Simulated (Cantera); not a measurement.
Feed: 1 mol Nb, 5.1 mol N2O, 4 mol N2, 1.1 mol H2O, held at 1273 K and 5.30 mbar.

Cantera equilibrium calculation (NASA polynomials, part measured and part estimated; ideal gas, pure solids and liquids). Candidate condensed phases: H2O, Nb, NbO, NbO2, Nb2O5; 27 gas species. Condensed phases not in the tables: the oxides between NbO2 and Nb2O5. The numbers say what is thermodynamically allowed, not how fast it happens.

Question: What is the equilibrium state?

Answer: 
| Item | Result |
|---|---|
| x(N2) | 0.791 |
| x(O2) | 0.113 |
| x(H2O) | 0.0956 |
| x(NO) | 0.000243 |
| x(OH) | 2.37e-5 |
| n(Nb2O5(s)) | 0.500 mol |
| gas amount | 11.50 mol |
| log10 activity of NbO2(s) (absent) | -3.57 |
| log10 activity of Nb(s) (absent) | -23.64 |
